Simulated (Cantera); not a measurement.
Equilibrium for silicon nitride deposition: SiHCl₃ + N₂ + H₂

A closed system holds: 1 mol SiHCl₃, 85 mol N₂, 4.1 mol H₂, at 1552 °C.

These are equilibrium values from Cantera (NASA tables, ideal gas, pure condensed phases), not measurements of a reactor. Candidate condensed phases: NH₄Cl, Si, Si₃N₄; 28 gas species. The tables' values for SiCl, SiCl₃, SiN are old estimates; treat these amounts as uncertain. Rates play no part.

| P (Pa) | x N₂ | x H₂ | x HCl | x H | x SiCl₂ | x Si | x Cl | n Si(l) | n Si₃N₄(s) |
|---|---|---|---|---|---|---|---|---|---|
| 5 | 0.918 | 0.0337 | 0.0206 | 0.0114 | 0.00302 | 0.00730 | 0.00533 | 0 | 0 |
| 15 | 0.923 | 0.0369 | 0.0192 | 0.00691 | 0.00511 | 0.00521 | 0.00273 | 0 | 0 |
| 45 | 0.927 | 0.0397 | 0.0168 | 0.00414 | 0.00704 | 0.00333 | 0.00134 | 0 | 0 |
| 140 | 0.930 | 0.0418 | 0.0146 | 0.00241 | 0.00861 | 0.00185 | 0.000639 | 0 | 0 |
| 410 | 0.931 | 0.0432 | 0.0130 | 0.00143 | 0.00963 | 0.000921 | 0.000327 | 0 | 0 |
| 1200 | 0.932 | 0.0439 | 0.0122 | 0.000842 | 0.0101 | 0.000379 | 0.000178 | 0.0151 | 0 |
| 3700 | 0.933 | 0.0427 | 0.0153 | 0.000473 | 0.00864 | 6.47e-5 | 0.000129 | 0 | 0.0649 |
| 11000 | 0.933 | 0.0409 | 0.0191 | 0.000269 | 0.00676 | 1.05e-5 | 9.55e-5 | 0 | 0.124 |
| 33000 | 0.933 | 0.0392 | 0.0228 | 0.000152 | 0.00485 | 1.69e-6 | 6.74e-5 | 0 | 0.182 |
| 100000 | 0.933 | 0.0377 | 0.0261 | 8.55e-5 | 0.00315 | 2.66e-7 | 4.51e-5 | 0 | 0.231 |
x: gas mole fraction; n: condensed amount in mol.

From 5.00 Pa to 4.10 mbar nothing is condensed. At 12.0 mbar the condensed part is Si(l). From 37.0 mbar to 1.00 bar the condensed part is Si₃N₄(s). The main Si-bearing gas is Si at 5.00 Pa and SiCl₂ at 1.00 bar.
